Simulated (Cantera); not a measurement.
Feed: 1 mol Si₃N₄, 0.044 mol CO₂, 6.7 mol H₂, at 3300 Torr.

Equilibrium computed with Cantera from the NASA thermochemical tables; the gas is ideal and each condensed phase is pure. Candidate condensed phases: C, C₆H₆, C₇H₈, C₈H₁₈, H₂O, Si, SiC, SiO₂, Si₂N₂O, Si₃N₄; 151 gas species. Mutual solubility and eutectic melting of coexisting phases are not modelled. Kinetics and transport are ignored.

**Question.** At 1052 °C, list the 4 most abundant gas species with their mole fractions, and the condensed phases.

**Answer.** H₂ 0.989, CH₄ 0.00658, N₂ 0.00437, NH₃ 3.22e-5. Condensed: Si₂N₂O(s) + Si₃N₄(s).
